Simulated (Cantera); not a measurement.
A perfectly stirred reactor is fed with 0.710 % CH3OH, 3.36 % O2, 95.9 % N2, at 0.563 atm; it is held at 1550 K, and followed from long to short residence time.

Model: GRI-Mech 3.0 (53 species, 325 reactions), integrated in Cantera. GRI-Mech 3.0 was tuned for natural gas; its chemistry of methanol as a main component is partial and can be far from experiment.

Predict: x(CH3OH) at τ = 0.720 s; x(O2) at τ = 0.720 s; x(CO2) at τ = 0.720 s; x(H2O) at τ = 0.720 s; x(CH3OH) at τ = 12.0 ms; x(O2) at τ = 12.0 ms; x(CO2) at τ = 12.0 ms; x(H2O) at τ = 12.0 ms.


```
Item                       Value
-----------------------  -------
x(CH3OH) at τ = 0.720 s  6.86e-7
x(O2) at τ = 0.720 s      0.0228
x(CO2) at τ = 0.720 s    0.00702
x(H2O) at τ = 0.720 s     0.0140
x(CH3OH) at τ = 12.0 ms  6.74e-6
x(O2) at τ = 12.0 ms      0.0229
x(CO2) at τ = 12.0 ms    0.00630
x(H2O) at τ = 12.0 ms     0.0136
```
